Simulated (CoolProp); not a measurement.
R404A along the isobar 32.3 bar: fugacity coefficient from the reference equation and from simpler models built on Tc = 345.3 K, pc = 37.35 bar, ω = 0.293; each cubic takes its own stable root.

Model: reference Helmholtz-energy equation of state, Lemmon 2003, in CoolProp. It is a pseudo-pure fit of the blend.

```
T (K)   phase  reference
-----  ------  ---------
278.6  liquid     0.2078
288    liquid     0.2637
297.4  liquid     0.3272
306.8  liquid     0.3980
316.2  liquid     0.4751
353.7     gas     0.7245
363.1     gas     0.7499
```

Question: How far does each simpler model (van der Waals, Redlich-Kwong) lie from the reference over these 7 states: mean and median of the absolute difference, and the worst?

Answer: 
- van der Waals: mean 44.9 %, median 42.9 %, worst +98.7 % at 278.6 K and 32.3 bar
- Redlich-Kwong: mean 17.3 %, median 18.1 %, worst +35.1 % at 278.6 K and 32.3 bar
